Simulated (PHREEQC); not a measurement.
## Leach liquor: speciation

Solution (25 °C): 5 mmol/kgw H2SO4, 0.067 mmol/kgw CuSO4 and 0.063 mmol/kgw MgSO4. Closed to the air; pH follows from the charge balance.

All values are PHREEQC results (ion-association model, phreeqc.dat), not measurements.

Precipitation was switched off in this run.

Problem. Predict the pH.

Solution. pH 2.13.

Problem. In which forms is Cu present?

Solution. Cu+2 78 %, CuSO4 22 % of the Cu.
